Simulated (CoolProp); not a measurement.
Vapour-liquid equilibrium of R134a (1) + R245fa (2) at 567 kPa; x and y are mole fractions of (1).

Model: multi-fluid Helmholtz-energy mixture model, Tillner-Roth 1994 and Akasaka 2015; pair parameters Akasaka 2014, in CoolProp.

```tsv
x	bubble temperature (K)	y at the bubble point	dew temperature at overall composition x (K)	liquid density (mol/L)
0.05	336.6	0.132	(withheld)	9.219
0.15	329.4	0.347	336.0	9.539
0.25	323.2	0.509	332.8	(withheld)
0.35	317.6	0.633	329.3	10.14
0.45	312.7	0.730	325.6	10.42
0.55	308.3	(withheld)	321.4	10.71
0.65	(withheld)	0.865	316.8	10.99
0.75	300.7	0.914	311.6	11.27
0.85	297.4	0.953	305.4	(withheld)
0.95	294.3	0.986	297.7	11.86
```

Task: Complete the blanks.

Result: 
- 0.05, dew temperature at overall composition x (K): 339.0
- 0.25, liquid density (mol/L): 9.844
- 0.55, y at the bubble point: 0.805
- 0.65, bubble temperature (K): 304.3
- 0.85, liquid density (mol/L): 11.56

No azeotrope shows between x = 0.05 and 0.95.

The pair parameters rest on a limited set of measurements; away from them the model extrapolates.
